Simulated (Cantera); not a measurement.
Thermodynamics of thermal oxidation and active oxidation of silicon, feed Si + H2O + N2

Feed: 1 mol Si, 0.0016 mol H2O, a varied amount of N2, equilibrated at 1.50 Pa.

These are equilibrium values from Cantera (NASA tables, ideal gas, pure condensed phases), not measurements of a reactor. Candidate condensed phases: H2O, Si, SiO2, Si2N2O, Si3N4; 35 gas species. N2 is the only nitrogen source here; it is nearly inert below about 1500 K, so the nitride shown seldom forms there in practice. Mutual solubility and eutectic melting of coexisting phases are not modelled. Rates play no part.

Q: Map the stable condensed phases over T = 727, 827, 927, 1027, 1127, 1227, 1327, 1427, 1527, 1627, 1727, 1827, 1927 °C and n(N2) in mol = 5.6, 7.1, 9, 11, 14, 18, 23, 29, 37, 47, 59, 75, 95.

A: 
```
T in °C \ n(N2) in mol
         5.6 7.1   9  11  14  18  23  29  37  47  59  75  95
   1927    A   A   A   A   A   A   A   A   A   A   A   A   A
   1827    A   A   A   A   A   A   A   A   A   A   A   A   A
   1727    A   A   A   A   A   A   A   A   A   A   A   A   A
   1627    A   A   A   A   A   A   A   A   A   A   A   A   A
   1527    A   A   A   A   A   A   A   A   A   A   A   A   A
   1427    B   B   B   B   B   B   A   A   A   A   A   A   A
   1327    B   B   B   B   B   B   B   B   B   B   B   B   B
   1227    B   B   B   B   B   B   B   B   B   B   B   B   B
   1127    C   C   C   C   C   C   C   C   C   C   C   C   C
   1027    D   D   D   D   D   D   D   C   C   C   C   C   C
    927    D   D   D   D   D   D   D   D   D   D   D   D   D
    827    D   D   D   D   D   D   D   D   D   D   D   D   D
    727    D   D   D   D   D   D   D   D   D   D   D   D   D
```
A: gas only; B: Si; C: Si3N4; D: Si2N2O + Si3N4.
